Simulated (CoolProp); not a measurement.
Computed with CoolProp (reference Helmholtz-energy equation of state, Lemmon 2006). It is a short technical equation, of lower accuracy than the large ones.

Task: Give the vapour pressure (kPa), liquid density (kg/m³), surface tension (mN/m), liquid viscosity (µPa s) of saturated C3F8 (R218) at 276.4, 283, 322.9 K.

Result: 
```tsv
T (K)	p (kPa)	liquid density (kg/m³)	surface tension (mN/m)	liquid viscosity (µPa s)
276.4	460	1440	5.99	233
283	564	1410	5.29	211
322.9	1610	1150	1.50	108
```

Viscosity comes from a separate model (Huber 2003), an estimate that may be off by 10 % or more. Surface tension comes from a separate correlation (Mulero 2012).
